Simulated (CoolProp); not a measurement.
Vapour-liquid equilibrium of isohexane (1) + n-hexane (2) at 167 kPa; x and y are mole fractions of (1).

Model: multi-fluid Helmholtz-energy mixture model, Lemmon 2006 and Thol 2019; pair parameters Bell 2016, in CoolProp.

```
x     bubble temperature (°C)  y at the bubble point  dew temperature at overall composition x (°C)  liquid density (mol/L)
----  -----------------------  ---------------------  ---------------------------------------------  ----------------------
0.05                     85.0                  0.063                                           85.1                   6.922
0.2                      83.5                  0.241                                           83.8                   6.926
0.35                     82.0                  0.406                                           82.5                   6.931
0.5                      80.7                  0.558                                           81.2                   6.934
0.65                     79.4                  0.699                                           79.9                   6.937
0.8                      78.2                  0.832                                           78.5                   6.940
0.95                     77.2                  0.959                                           77.2                   6.942
```

No azeotrope shows between x = 0.05 and 0.95.

The pair parameters rest on a limited set of measurements; away from them the model extrapolates.
